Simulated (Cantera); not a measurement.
Input: 1 mol H2O, 0.04 mol SO2, 2.2 mol O2, at 525 °C and 28000 Pa.

Cantera equilibrium calculation (NASA polynomials, part measured and part estimated; ideal gas, pure solids and liquids). Candidate condensed phases: H2O, H2SO4, S; 19 gas species. Rates play no part.

Base state: O2 0.677, H2O 0.310, SO3 0.0116, SO2 0.000747, H2SO4 6.95e-5 (mole fractions); condensed: gas only.

### Question
What changes in the equilibrium state with this change: SO2 from 0.04 to 0.28 mol?

### Answer
| species | before | after |
|---|---|---|
| O2 | 0.677 | 0.618 |
| H2O | 0.310 | 0.298 |
| SO3 | 0.0116 | 0.0779 |
| SO2 | 0.000747 | 0.00526 |
| H2SO4 | 6.95e-5 | 0.000449 |
